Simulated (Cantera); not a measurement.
**Premixed flame**

A freely propagating, adiabatic, planar premixed flame of 37.1 % H2, 13.2 % O2, 49.7 % N2, equivalence ratio 1.4, unburnt at 575 K and 1.70 bar; mixture-averaged transport, grid criteria slope 0.08 and curve 0.16, no radiation.

Model: the H2/O2 subset of GRI-Mech 3.0, which has no nitrogen chemistry, integrated in Cantera. Burning velocities carry a grid error of a few per cent, more on coarse grids.

| z (mm) | T (K) | u (m/s) | x H2 | x O2 | x OH | x H2O2 | x H | x O |
|---|---|---|---|---|---|---|---|---|
| -0.673 | 575 | 8.45 | 0.371 | 0.132 | <1e-8 | <1e-8 | <1e-8 | <1e-8 |
| -0.449 | 575 | 8.45 | 0.371 | 0.132 | <1e-8 | <1e-8 | <1e-8 | <1e-8 |
| -0.337 | 575 | 8.45 | 0.371 | 0.132 | <1e-8 | <1e-8 | <1e-8 | <1e-8 |
| -0.224 | 575 | 8.45 | 0.371 | 0.132 | <1e-8 | <1e-8 | <1e-8 | <1e-8 |
| -0.112 | 591 | 8.64 | 0.367 | 0.133 | 4.36e-5 | 4.00e-6 | 0.000114 | 6.92e-6 |
| -0.0561 | 820 | 11.7 | 0.333 | 0.127 | 0.000950 | 2.56e-5 | 0.00632 | 0.000322 |
| 0 | 1279 | 17.6 | 0.229 | 0.0881 | 0.00348 | 6.36e-6 | 0.0414 | 0.00440 |
| 0.0561 | 1602 | 21.8 | 0.133 | 0.0308 | 0.00857 | 2.76e-6 | 0.0726 | 0.00769 |
| 0.112 | 1753 | 23.7 | 0.108 | 0.0121 | 0.0112 | 1.68e-6 | 0.0748 | 0.00714 |
| 0.224 | 1903 | 25.4 | 0.106 | 0.00652 | 0.0128 | 9.34e-7 | 0.0635 | 0.00585 |
| 0.449 | 2054 | 27.2 | 0.110 | 0.00446 | 0.0130 | 5.06e-7 | 0.0486 | 0.00418 |
| 0.898 | 2194 | 28.7 | 0.113 | 0.00273 | 0.0118 | 2.89e-7 | 0.0349 | 0.00257 |
| 1.80 | 2311 | 30.0 | 0.115 | 0.00144 | 0.00960 | 1.75e-7 | 0.0236 | 0.00135 |
x: mole fraction of selected species; z is measured from the peak of heat release.

| Item | Value |
|---|---|
| laminar burning velocity | 845 cm/s |
| thermal thickness | 0.224 mm |
| peak x(OH) | 0.0131 |
| peak x(H2O2) | 2.59e-5 |
| peak x(H) | 0.0759 |
| peak x(O) | 0.00771 |
